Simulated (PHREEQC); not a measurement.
Solution (67 °C): 33 mmol/kgw HCl, 6.1 mmol/kgw LiCl and 3.4 mmol/kgw Na2SO4. Closed to the air; pH follows from the charge balance.

Model: ion-association model, phreeqc.dat, run in PHREEQC.

The ionic strength comes out as 0.0439 mol/kgw. What activity coefficients do Cl-, SO4-2, Li+, LiSO4-, NaSO4- get?

Cl- 0.81, SO4-2 0.45, Li+ 0.83, LiSO4- 0.82, NaSO4- 0.82.

No solid was allowed to form. Away from 25 °C the constants follow the database's enthalpies or fits; those with neither stay at their 25 °C values.
